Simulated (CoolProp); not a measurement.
Vapour-liquid equilibrium of methanol (1) + benzene (2) at 113.55 °C; x and y are mole fractions of (1).

The numbers come from the multi-fluid Helmholtz-energy mixture model, de Reuck 1993 and Thol 2012; pair parameters Bell 2016 in CoolProp.

| x | bubble pressure (kPa) | y at the bubble point | dew pressure at overall composition x (kPa) | liquid density (mol/L) |
|---|---|---|---|---|
| 0.05 | 344.8 | 0.258 | 270.1 | 10.15 |
| 0.15 | 449.6 | 0.455 | 302.9 | 10.68 |
| 0.25 | 503.5 | ___ | 341.5 | 11.29 |
| 0.35 | ___ | ___ | 388.4 | 12.02 |
| 0.45 | 549.9 | 0.612 | 446.4 | 12.88 |
| 0.55 | 561.8 | 0.645 | 513.9 | 13.90 |
| 0.65 | 569.4 | 0.686 | 563.0 | 15.12 |
| 0.75 | 571.4 | 0.742 | 571.1 | 16.58 |
| 0.85 | 564.7 | 0.821 | 560.5 | 18.34 |
| 0.95 | ___ | ___ | 542.8 | 20.47 |

**Question.** Fill in the missing entries.

**Answer.** 
- 0.25, y at the bubble point: 0.535
- 0.35, bubble pressure (kPa): 532.5
- 0.35, y at the bubble point: 0.579
- 0.95, bubble pressure (kPa): 546.5
- 0.95, y at the bubble point: 0.931

y crosses x between x = 0.65 and 0.75: the model has an azeotrope there.

The pair parameters rest on a limited set of measurements; away from them the model extrapolates. With so large a gap from Raoult's law the liquid may split in two, which this calculation doesn't test in full.
